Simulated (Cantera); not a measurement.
# Gas-phase reforming

A perfectly stirred reactor is fed with 41.7 % CH₄, 58.3 % H₂O, at 26.6 atm; it is held at 1850 K, and followed from long to short residence time.

Computed with Cantera and GRI-Mech 3.0 (53 species, 325 reactions). The pressure lies above the range GRI-Mech 3.0 was tuned for (to about 10 atm).

```json
[
 {"τ (s)": "12", "x CH₄": "0.00355", "x H₂O": "0.0882", "x H₂": "0.683", "x O": "7.89e-11", "x C₂H": "4.38e-11"},
 {"τ (s)": "3.5", "x CH₄": "0.00974", "x H₂O": "0.0956", "x H₂": "0.673", "x O": "8.65e-11", "x C₂H": "3.46e-10"},
 {"τ (s)": "1.1", "x CH₄": "0.0211", "x H₂O": "0.111", "x H₂": "0.653", "x O": "1.02e-10", "x C₂H": "1.78e-9"},
 {"τ (s)": "0.32", "x CH₄": "0.0387", "x H₂O": "0.140", "x H₂": "0.618", "x O": "1.29e-10", "x C₂H": "7.10e-9"},
 {"τ (s)": "0.097", "x CH₄": "0.0582", "x H₂O": "0.185", "x H₂": "0.569", "x O": "1.64e-10", "x C₂H": "2.02e-8"},
 {"τ (s)": "0.029", "x CH₄": "0.0766", "x H₂O": "0.248", "x H₂": "0.508", "x O": "2.04e-10", "x C₂H": "4.59e-8"},
 {"τ (s)": "0.0088", "x CH₄": "0.0933", "x H₂O": "0.321", "x H₂": "0.439", "x O": "2.42e-10", "x C₂H": "8.25e-8"},
 {"τ (s)": "0.0026", "x CH₄": "0.117", "x H₂O": "0.395", "x H₂": "0.364", "x O": "2.87e-10", "x C₂H": "1.17e-7"},
 {"τ (s)": "0.00080", "x CH₄": "0.162", "x H₂O": "0.454", "x H₂": "0.285", "x O": "3.62e-10", "x C₂H": "1.25e-7"},
 {"τ (s)": "0.00024", "x CH₄": "0.230", "x H₂O": "0.502", "x H₂": "0.197", "x O": "5.20e-10", "x C₂H": "1.01e-7"}
]
```
x: mole fraction; the columns are a selection and need not sum to one.
